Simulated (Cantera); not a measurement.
Feed: 1 mol C, 0.86 mol CO2, a varied amount of O2, held at 2075 K and 9.30 mbar.

Cantera equilibrium calculation (NASA polynomials, part measured and part estimated; ideal gas, pure solids and liquids). Candidate condensed phases: C; 12 gas species. Rates play no part.

log p: log10 of the partial pressure in bar; nothing condenses.

```tsv
n(O2) (mol)	log p CO	log p CO2	log p O2	log p O
0.16	-2.08	-3.05	-7.17	…
0.23	-2.11	-2.80	-6.60	…
0.3	-2.15	-2.64	-6.20	…
0.37	-2.20	-2.52	-5.88	…
0.45	-2.26	-2.42	-5.56	…
0.52	-2.32	-2.35	-5.29	…
0.59	-2.39	-2.29	-5.03	…
0.66	-2.46	-2.23	-4.77	…
0.74	-2.57	-2.18	-4.45	…
0.81	-2.69	-2.14	-4.14	…
0.88	-2.82	-2.12	-3.82	…
0.95	-2.96	-2.10	-3.52	…
1	-3.04	-2.10	-3.35	…
```

Q: What belongs in the gaps?

A: 
- 0.16, log p O: -6.52
- 0.23, log p O: -6.23
- 0.3, log p O: -6.03
- 0.37, log p O: -5.87
- 0.45, log p O: -5.71
- 0.52, log p O: -5.58
- 0.59, log p O: -5.45
- 0.66, log p O: -5.32
- 0.74, log p O: -5.16
- 0.81, log p O: -5.00
- 0.88, log p O: -4.84
- 0.95, log p O: -4.70
- 1, log p O: -4.61
